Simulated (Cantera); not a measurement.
A perfectly stirred reactor is fed with N2O : O2 = 1 : 0.11 (molar parts), at 0.0132 atm; it is held at 1498 K, and followed from long to short residence time.

Cantera simulation using GRI-Mech 3.0 (53 species, 325 reactions); the numbers are that mechanism's predictions, not measurements. GRI-Mech 3.0 was tuned for natural gas; its chemistry of N2O as a main component is partial and can be far from experiment. Radical loss at walls, strong at low pressure, is not modelled. The temperature is held fixed by assumption; the heat of reaction is taken as removed at once.

Question: What does this change do: temperature 1498 to 1600 K?

Answer: 
```tsv
quantity	before	after
x(N2O) at τ = 3.80 s	0.177	0.0654
x(O2) at τ = 3.80 s	0.262	0.273
x(NO) at τ = 3.80 s	0.123	0.170
x(NO2) at τ = 3.80 s	3.11e-5	4.50e-5
x(N2) at τ = 3.80 s	0.437	0.491
x(N2O) at τ = 35.0 ms	0.868	0.805
x(O2) at τ = 35.0 ms	0.106	0.119
x(NO) at τ = 35.0 ms	0.00554	0.0196
x(NO2) at τ = 35.0 ms	4.59e-7	2.23e-6
x(N2) at τ = 35.0 ms	0.0197	0.0560
```
